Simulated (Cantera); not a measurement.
An adiabatic, constant-volume homogeneous reactor starts with CH4 : H2 : O2 : N2 = 1 : 0.11 : 2.85 : 26.8 (molar parts), at 1273 K and 0.987 atm.

Computed with Cantera and GRI-Mech 3.0 (53 species, 325 reactions).

Question: Predict: time of steepest temperature rise; temperature at 0.500 s; equilibrium temperature; x(H2) at 0.500 s; x(O2) at 0.500 s; x(NO2) at 0.500 s; x(O) at 0.500 s.

Answer: 
| Quantity | Result |
|---|---|
| time of steepest temperature rise | 13.5 ms |
| temperature at 0.500 s | 2176 K |
| equilibrium temperature | 2175 K |
| x(H2) at 0.500 s | 0.000329 (gas-phase equilibrium 0.000328) |
| x(O2) at 0.500 s | 0.0240 (gas-phase equilibrium 0.0237) |
| x(NO2) at 0.500 s | 2.16e-6 (gas-phase equilibrium 2.44e-6) |
| x(O) at 0.500 s | 0.000277 (gas-phase equilibrium 0.000273) |
